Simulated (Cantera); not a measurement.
What does this Cantera script print?

```python
import numpy as np
import cantera as ct

gas_names = """
    Br Br2 H HBr HO2 H2 H2O H2O2 O OH O2 O3
""".split()
cond_names = """
    Br2(cr) Br2(L) H2O(s) H2O(L)
""".split()


# ... load() reads the species with a 1 bar reference pressure and builds the phases ...
atoms = {
    'HBr': {'H': 1, 'Br': 1},
    'O2': {'O': 2},
}
top_T = {}  # K; cautious upper limits of use, not melting points


# ... equilibrate(T, P, feed) seeds the gas with the atoms and calls Mixture.equilibrate('TP', solver="vcs", rtol=1e-11, max_steps=5000) ...
results = []
feed = {'HBr': 1, 'O2': 3}  # mol
P = 10000  # Pa
for T in [2398, 2448, 2498, 2548, 2598, 2648, 2698, 2748, 2798, 2848, 2898, 2948, 2998]:
    mix = equilibrate(T, P, feed)
    results.append((T, P, feed, dict(zip(mix.species_names, mix.species_moles))))
    x = sorted(zip(gas.X, gas.species_names), reverse=True)
    print(f"T = {T:g} K  P = {P:g} Pa  gas = {mix.phase_moles(0):.4g} mol")
    print("   x: " + "  ".join(f"{s} {v:.3e}" for v, s in x if v > 1e-06))
    print("   condensed (mol): " + ("  ".join(f"{mix.phase(i).name} {mix.phase_moles(i):.4g}"
          for i in range(1, mix.n_phases) if mix.phase_moles(i) > 1e-12) or "none"))
```

Output:

```
T = 2398 K  P = 10000 Pa  gas = 4.316 mol
   x: O2 6.251e-01  Br 2.180e-01  H2O 9.504e-02  OH 2.362e-02  O 2.146e-02  HBr 1.347e-02  H 1.831e-03  H2 1.351e-03  Br2 1.258e-04  HO2 1.352e-05
   condensed (mol): none
T = 2448 K  P = 10000 Pa  gas = 4.338 mol
   x: O2 6.180e-01  Br 2.175e-01  H2O 9.214e-02  O 2.773e-02  OH 2.739e-02  HBr 1.285e-02  H 2.599e-03  H2 1.704e-03  Br2 1.015e-04  HO2 1.516e-05
   condensed (mol): none
T = 2498 K  P = 10000 Pa  gas = 4.364 mol
   x: O2 6.095e-01  Br 2.167e-01  H2O 8.879e-02  O 3.543e-02  OH 3.144e-02  HBr 1.223e-02  H 3.627e-03  H2 2.118e-03  Br2 8.242e-05  HO2 1.682e-05
   condensed (mol): none
T = 2548 K  P = 10000 Pa  gas = 4.397 mol
   x: O2 5.996e-01  Br 2.157e-01  H2O 8.498e-02  O 4.476e-02  OH 3.570e-02  HBr 1.160e-02  H 4.980e-03  H2 2.593e-03  Br2 6.726e-05  HO2 1.846e-05
   condensed (mol): none
T = 2598 K  P = 10000 Pa  gas = 4.435 mol
   x: O2 5.880e-01  Br 2.144e-01  H2O 8.069e-02  O 5.594e-02  OH 4.012e-02  HBr 1.096e-02  H 6.731e-03  H2 3.125e-03  Br2 5.513e-05  HO2 2.004e-05
   condensed (mol): none
T = 2648 K  P = 10000 Pa  gas = 4.482 mol
   x: O2 5.745e-01  Br 2.127e-01  H2O 7.592e-02  O 6.918e-02  OH 4.458e-02  HBr 1.032e-02  H 8.954e-03  H2 3.707e-03  Br2 4.536e-05  HO2 2.150e-05
   condensed (mol): none
T = 2698 K  P = 10000 Pa  gas = 4.536 mol
   x: O2 5.592e-01  Br 2.107e-01  O 8.468e-02  H2O 7.070e-02  OH 4.898e-02  H 1.173e-02  HBr 9.664e-03  H2 4.326e-03  Br2 3.743e-05  HO2 2.279e-05
   condensed (mol): none
T = 2748 K  P = 10000 Pa  gas = 4.6 mol
   x: O2 5.417e-01  Br 2.083e-01  O 1.026e-01  H2O 6.507e-02  OH 5.317e-02  H 1.513e-02  HBr 8.998e-03  H2 4.962e-03  Br2 3.095e-05  HO2 2.382e-05
   condensed (mol): none
T = 2798 K  P = 10000 Pa  gas = 4.675 mol
   x: O2 5.221e-01  Br 2.055e-01  O 1.231e-01  H2O 5.909e-02  OH 5.698e-02  H 1.921e-02  HBr 8.323e-03  H2 5.590e-03  Br2 2.564e-05  HO2 2.455e-05
   condensed (mol): none
T = 2848 K  P = 10000 Pa  gas = 4.761 mol
   x: O2 5.004e-01  Br 2.024e-01  O 1.463e-01  OH 6.026e-02  H2O 5.287e-02  H 2.401e-02  HBr 7.641e-03  H2 6.178e-03  HO2 2.492e-05  Br2 2.127e-05
   condensed (mol): none
T = 2898 K  P = 10000 Pa  gas = 4.86 mol
   x: O2 4.766e-01  Br 1.988e-01  O 1.721e-01  OH 6.283e-02  H2O 4.652e-02  H 2.954e-02  HBr 6.957e-03  H2 6.692e-03  HO2 2.488e-05  Br2 1.766e-05
   condensed (mol): none
T = 2948 K  P = 10000 Pa  gas = 4.972 mol
   x: O2 4.508e-01  O 2.005e-01  Br 1.948e-01  OH 6.453e-02  H2O 4.018e-02  H 3.576e-02  H2 7.096e-03  HBr 6.278e-03  HO2 2.440e-05  Br2 1.466e-05
   condensed (mol): none
T = 2998 K  P = 10000 Pa  gas = 5.097 mol
   x: O2 4.233e-01  O 2.313e-01  Br 1.906e-01  OH 6.525e-02  H 4.257e-02  H2O 3.401e-02  H2 7.359e-03  HBr 5.610e-03  HO2 2.349e-05  Br2 1.218e-05
   condensed (mol): none
```

Equilibrium computed with Cantera from the NASA thermochemical tables; the gas is ideal and each condensed phase is pure.
